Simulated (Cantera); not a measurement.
A jet of CH4 : O2 : N2 = 0.038 : 0.073 : 0.79 (molar parts) at 300 K and 30.0 Torr hits a platinum plate 3.1 cm away at a mass flux of 0.17 kg/m²/s; the plate temperature is set and raised in steps from an oxygen-covered start.

Model: Deutschmann's 1995 Pt surface mechanism with GRI-Mech 3.0 gas chemistry, integrated in Cantera. Catalytic surfaces can have several steady states; this one follows from the mechanism file's or the stated starting coverage.

One state of this run: wall x CH4 = 0.0252; wall x O2 = 0.0448; wall x H2O = 0.0316; wall x OH = 2.84e-7; wall x CO = 2.39e-5; wall x CO2 = 0.0209; θ free Pt = 0.459; θ O* = 0.540. x: mole fraction at the wall; θ: surface coverage.

**Question.** Which value of plate T (K) does it belong to?
A. 950
B. 1050
C. 1000
D. 1150

**Answer.** C, 1000
